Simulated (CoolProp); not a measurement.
Propane at 380.14 K and 0.45 MPa flows at 8.8 m/s in a round tube of 12.7 mm bore and 15 µm roughness, fully developed (64/Re and Nu = 3.66 if laminar; Colebrook and Gnielinski if turbulent). Each further row changes one setting.

The numbers come from the reference Helmholtz-energy equation of state, Lemmon 2009 in CoolProp.

| case | Reynolds number | Darcy friction factor | pressure drop (Pa/m) | heat-transfer coefficient (W/(m² K)) | mass flow (kg/h) |
|---|---|---|---|---|---|
| as stated | 70100 | 0.0236 | 467 | 391 | 26.1 |
| velocity 17.6 m/s | 140000 | 0.0222 | 1760 | 739 | 52.1 |
| diameter 25.4 mm | 140000 | 0.0199 | 197 | 330 | 104 |

Viscosity comes from a separate model (Vogel 1998). Thermal conductivity comes from a separate model (Marsh 2002).
